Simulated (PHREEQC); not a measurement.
Make-up at 20 °C: 0.052 mol/kgw HCl and 6.9e-05 mol/kgw FeSO4. Closed to the air; pH follows from the charge balance.

All values are PHREEQC results (ion-association model, phreeqc.dat), not measurements.

pH: 1.35
ionic strength: 0.0522 mol/kgw
specific conductance: 17100 µS/cm
density: 0.999 g/cm³
total alkalinity: -52.0 meq/kg

```csv
species,molality,activity,log γ
Cl-,0.0520,0.0423,-0.090
H+,0.0520,0.0443,-0.069
Fe+2,6.67e-5,3.20e-5,-0.319
HSO4-,4.72e-5,3.87e-5,-0.086
SO4-2,2.18e-5,9.99e-6,-0.338
FeCl+,2.28e-6,1.87e-6,-0.086
FeSO4,5.11e-8,5.18e-8,0.005
FeHSO4+,1.81e-8,1.49e-8,-0.086
```

Precipitation was switched off in this run.
